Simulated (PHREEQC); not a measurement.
A solution holds 0.105 mol H2SO4, 0.0005 mol H3BO3 and 6e-05 mol MgCl2 per kg of water, at 50 °C. Closed to the air; pH follows from the charge balance.

Equilibrium calculation in PHREEQC: ion-association model, phreeqc.dat.

Question: The ionic strength comes out as 0.131 mol/kgw. What activity coefficients do H+, HSO4-, Mg+2, Cl-, SO4-2 get?

Answer: H+ 0.81, HSO4- 0.76, Mg+2 0.36, Cl- 0.74, SO4-2 0.33.

Precipitation was switched off in this run. Species that the database lacks are ignored. Constants without temperature data keep their 25 °C values here.
